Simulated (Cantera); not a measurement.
Source: NASA polynomial tables (part measured, part estimated), evaluated in Cantera. Values are per mole of reaction as written; species without (g) are pure solids or liquids, kept so even where they would boil at 1 bar.

2 OH(g) + Nb ⇌ NbO2 + 2 H(g), with ΔH° = -437.6 kJ and ΔS° = -119.9 J/K at 300 K.

### Question
How far is the shortcut ΔG° ≈ ΔH°(300 K) − T·ΔS°(300 K) from the full temperature-dependent value at 898, 973, 1048, 1123, 1198, 1273, 1348, 1423, 1498 K?

### Answer
```
T (K)  shortcut (kJ)  full (kJ)  difference (kJ)  difference in log10 K
-----  -------------  ---------  ---------------  ---------------------
898           -329.9     -338.7              8.8                  -0.51
973           -321.0     -331.9             11.0                  -0.59
1048          -312.0     -325.4             13.4                  -0.67
1123          -303.0     -319.1             16.2                  -0.75
1198          -294.0     -313.3             19.3                  -0.84
1273          -285.0     -307.5             22.6                  -0.93
1348          -276.0     -302.0             26.0                  -1.01
1423          -267.0     -296.5             29.6                  -1.08
1498          -258.0     -291.2             33.2                  -1.16
```
The shortcut ignores the heat-capacity change of the reaction.
